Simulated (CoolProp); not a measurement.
Vapour-liquid equilibrium of toluene (1) + ethylbenzene (2) at 305.1 K; x and y are mole fractions of (1).

The numbers come from the multi-fluid Helmholtz-energy mixture model, Lemmon 2006 and Zhou 2012; pair parameters Bell 2016 in CoolProp.

```csv
x,bubble pressure (kPa),y at the bubble point,dew pressure at overall composition x (kPa),liquid density (mol/L)
0.05,2.067,0.134,1.948,8.121
0.15,2.412,(withheld),2.092,8.231
0.25,2.742,(withheld),2.256,8.345
0.35,(withheld),0.596,2.446,8.462
0.45,3.397,0.691,2.668,8.582
0.55,3.736,0.771,2.931,8.704
0.65,4.088,0.839,3.249,8.829
0.75,4.451,0.896,(withheld),8.957
0.85,4.824,0.944,4.154,9.087
0.95,5.201,0.983,(withheld),9.220
```

**Question.** What belongs in the gaps?

**Answer.** 
- 0.15, y at the bubble point: 0.333
- 0.25, y at the bubble point: 0.480
- 0.35, bubble pressure (kPa): 3.068
- 0.75, dew pressure at overall composition x (kPa): 3.643
- 0.95, dew pressure at overall composition x (kPa): 4.876

No azeotrope shows between x = 0.05 and 0.95.

The pair parameters rest on a limited set of measurements; away from them the model extrapolates. The gap from Raoult's law changes sign with composition, which may be real or a fault of the pair parameters; it wasn't checked against measurements.
